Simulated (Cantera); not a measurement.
An isothermal, constant-pressure homogeneous reactor starts with CH4 : H2O = 1 : 0.97 (molar parts), at 1425 K and 1300000 Pa. Integrator tolerance rtol = 1e-08.

Model: GRI-Mech 3.0 (53 species, 325 reactions), integrated in Cantera. The pressure lies above the range GRI-Mech 3.0 was tuned for (to about 10 atm).

Question: What does this change do: temperature 1425 to 1625 K?

Answer: 
```json
[
 {"quantity": "x(CH4) at 200 s", "before": "0.176 (gas-phase equilibrium 0.0187)", "after": "0.0123 (gas-phase equilibrium 0.00970)"},
 {"quantity": "x(H2O) at 200 s", "before": "0.151 (gas-phase equilibrium 0.00947)", "after": "0.00426 (gas-phase equilibrium 0.00189)"},
 {"quantity": "x(C2H2) at 200 s", "before": "0.000352 (gas-phase equilibrium 1.35e-6)", "after": "3.74e-5 (gas-phase equilibrium 2.29e-5)"},
 {"quantity": "x(CO) at 200 s", "before": "0.143 (gas-phase equilibrium 0.241)", "after": "0.245 (gas-phase equilibrium 0.247)"},
 {"quantity": "x(O) at 200 s", "before": "<1e-12 (gas-phase equilibrium <1e-12)", "after": "<1e-12 (gas-phase equilibrium <1e-12)"},
 {"quantity": "x(CH3) at 200 s", "before": "9.42e-6 (gas-phase equilibrium 8.35e-7)", "after": "5.74e-6 (gas-phase equilibrium 4.51e-6)"}
]
```

Question: What does this change do: temperature 1425 to 1325 K?

Answer: 
```tsv
quantity	before	after
x(CH4) at 200 s	0.176 (gas-phase equilibrium 0.0187)	0.359 (gas-phase equilibrium 0.0323)
x(H2O) at 200 s	0.151 (gas-phase equilibrium 0.00947)	0.338 (gas-phase equilibrium 0.0206)
x(C2H2) at 200 s	0.000352 (gas-phase equilibrium 1.35e-6)	0.00118 (gas-phase equilibrium 3.31e-7)
x(CO) at 200 s	0.143 (gas-phase equilibrium 0.241)	0.0349 (gas-phase equilibrium 0.232)
x(O) at 200 s	<1e-12 (gas-phase equilibrium <1e-12)	<1e-12 (gas-phase equilibrium <1e-12)
x(CH3) at 200 s	9.42e-6 (gas-phase equilibrium 8.35e-7)	6.71e-6 (gas-phase equilibrium 3.45e-7)
```
